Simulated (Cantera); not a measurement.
Charge: 1 mol SiH4, 0.92 mol N2, 0.32 mol O2, equilibrated at 1330 Pa.

Equilibrium computed with Cantera from the NASA thermochemical tables; the gas is ideal and each condensed phase is pure. Candidate condensed phases: H2O, Si, SiO2, Si2N2O, Si3N4; 35 gas species. N2 is the only nitrogen source here; it is nearly inert below about 1500 K, so the nitride shown seldom forms there in practice. Mutual solubility and eutectic melting of coexisting phases are not modelled. The tables hold silica as quartz up to 1696 K and as liquid above; real silica turns to tridymite and cristobalite and melts near 1996 K. Kinetics and transport are ignored.

x: gas mole fraction; n: condensed amount in mol.

```
T (°C)   x H2   x N2    x NH3    x H2O       x H     x SiO  n SiO2(α-quartz)  n Si2N2O(s)  n SiO2(β-quartz)
------  -----  -----  -------  -------  --------  --------  ----------------  -----------  ----------------
427     0.811  0.189  3.97e-5  1.74e-6    <1e-12    <1e-12            0.0933        0.453                 0
477     0.811  0.189        ?        ?         ?    <1e-12            0.0933        0.453                 0
527     0.811  0.189  1.27e-5  4.54e-6  2.26e-11    <1e-12            0.0933        0.453                 0
577     0.811  0.189  7.86e-6  6.70e-6  1.60e-10    <1e-12                 0        0.453            0.0933
627     0.811  0.189  5.13e-6  9.38e-6  9.12e-10    <1e-12                 0        0.453            0.0933
677     0.811  0.189  3.49e-6  1.26e-5   4.34e-9    <1e-12                 0        0.453            0.0933
727     0.811  0.189        ?        ?         ?         ?                 0        0.453            0.0933
777     0.811  0.189  1.80e-6  2.10e-5   6.32e-8  3.46e-11                 0        0.453            0.0933
827     0.811  0.189  1.35e-6  2.61e-5   2.02e-7  4.89e-10                 0        0.453            0.0933
877     0.811  0.189  1.03e-6  3.17e-5   5.82e-7   5.47e-9                 0        0.453            0.0933
927     0.811  0.189  8.09e-7  3.79e-5   1.54e-6   4.99e-8                 0        0.453            0.0933
```

Question: Some entries are withheld; supply them.

Answer: 
- 727, x NH3: 2.46e-6
- 727, x H2O: 1.65e-5
- 727, x H: 1.77e-8
- 727, x SiO: 1.87e-12
- 477, x NH3: 2.16e-5
- 477, x H2O: 2.91e-6
- 477, x H: 2.47e-12
